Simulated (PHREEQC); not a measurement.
Consider water at 68 °C with 0.046 mol HF, 0.00027 mol NaF and 5.8e-05 mol H2SO4 per kg of water. Closed to the air; pH follows from the charge balance.

Model: ion-association model, phreeqc.dat, run in PHREEQC.

This is a speciation only: nothing precipitates in the calculation.

Task: Order these F species by the share of F that they hold, largest first: HF, F-, HF2-.

Result: HF (90 %), F- (7.6 %), HF2- (2.8 %)

The pH is 2.43 and the ionic strength 0.00427 mol/kgw. Complexes and solids missing from the database can't appear. Away from 25 °C the constants follow the database's enthalpies or fits; those with neither stay at their 25 °C values.
